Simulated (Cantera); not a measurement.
# Ammonia decomposition in nitride growth gas

An isothermal, constant-pressure homogeneous reactor starts with NH₃ : N₂ : H₂ = 1 : 0.18 : 0.01 (molar parts), at 2075 K and 101000 Pa.

Model: the gas-phase N/H chemistry of the illustrative SiF4/NH3 mechanism in the Surface Chemkin manual (1991), integrated in Cantera. Walls and surfaces, which speed up NH3 decomposition in real reactors, are not modelled.

```tsv
t (s)	x NH₃	x N₂H₂	x H	x N₂	x NH	x N₂H₄	x H₂
1.00e-6	0.840	9.99e-10	1.00e-6	0.151	4.03e-9	3.50e-10	0.00842
5.37e-6	0.840	6.64e-8	1.59e-6	0.151	2.24e-7	1.14e-8	0.00851
2.89e-5	0.839	2.66e-6	4.95e-6	0.151	5.87e-6	2.83e-7	0.00907
0.000155	0.830	1.00e-5	1.39e-5	0.153	1.54e-5	9.19e-7	0.0157
0.000833	0.783	9.02e-6	4.08e-5	0.161	1.85e-5	7.51e-7	0.0536
0.00447	0.588	5.62e-6	0.000156	0.199	2.15e-5	4.26e-7	0.212
0.0240	0.181	1.18e-6	0.000561	0.276	1.62e-5	8.10e-8	0.542
0.129	0.00432	9.85e-9	0.00193	0.309	3.03e-6	3.42e-10	0.684
0.693	0.000222	3.84e-11	0.00221	0.310	2.03e-7	1.17e-12	0.687
3.72	3.56e-5	1.96e-12	0.00221	0.310	3.27e-8	<1e-12	0.688
20.0	8.02e-6	1.04e-12	0.00221	0.310	7.37e-9	<1e-12	0.688
```
x: mole fraction; the columns are a selection and need not sum to one.

Equilibrium at this temperature and pressure: NH₃ 5.72e-6, N₂H₂ 1.02e-12, H 0.00221, N₂ 0.310, NH 5.25e-9, N₂H₄ <1e-12, H₂ 0.688 (gas phase only).
